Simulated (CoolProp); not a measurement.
Model: reference Helmholtz-energy equation of state, Lemmon 2006, in CoolProp. It is a short technical equation, of lower accuracy than the large ones.

Q: Give the vapour pressure (MPa), liquid density (kg/m³), vapour density (kg/m³), enthalpy of vaporisation (kJ/kg) of saturated acetone at 88.95, 117.05 °C.

A: 
```tsv
T (°C)	p (MPa)	liquid density (kg/m³)	vapour density (kg/m³)	enthalpy of vaporisation (kJ/kg)
88.95	0.278	708	5.92	463
117.05	0.565	670	11.9	425
```
